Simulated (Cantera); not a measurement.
A closed system holds: 1 mol SiH₄, 0.36 mol N₂, 36 mol H₂, at 0.000900 bar.

Cantera equilibrium calculation (NASA polynomials, part measured and part estimated; ideal gas, pure solids and liquids). Candidate condensed phases: Si, Si₃N₄; 18 gas species. N₂ is the only nitrogen source here; it is nearly inert below about 1500 K, so the nitride shown seldom forms there in practice. Mutual solubility and eutectic melting of coexisting phases are not modelled. Gases not in the tables: Si₂H₆ and higher silanes. The numbers say what is thermodynamically allowed, not how fast it happens.

x: gas mole fraction; n: condensed amount in mol.

```tsv
T (K)	x H₂	x N₂	x H	x Si	n Si(s)	n Si₃N₄(s)	n Si(l)
950	1.00	1.71e-9	1.85e-8	<1e-12	0.460	0.180	0
1050	1.00	1.54e-7	2.70e-7	2.56e-12	0.460	0.180	0
1150	1.000	…	…	…	0.460	0.180	0
1250	1.000	0.000140	1.61e-5	9.23e-9	0.468	0.177	0
1350	0.998	0.00197	7.94e-5	2.22e-7	0.572	0.143	0
1450	0.990	0.00938	0.000314	3.42e-6	1.000	0	0
1550	0.990	0.00938	0.00104	3.69e-5	0.998	0	0
1650	0.987	0.00937	…	…	0.987	0	0
1750	0.981	0.00933	0.00768	0.00167	0	0	0.931
```

**Question.** Complete the blanks.

**Answer.** 
- 1150, x N₂: 6.27e-6
- 1150, x H: 2.49e-6
- 1150, x Si: 2.20e-10
- 1650, x H: 0.00301
- 1650, x Si: 0.000298
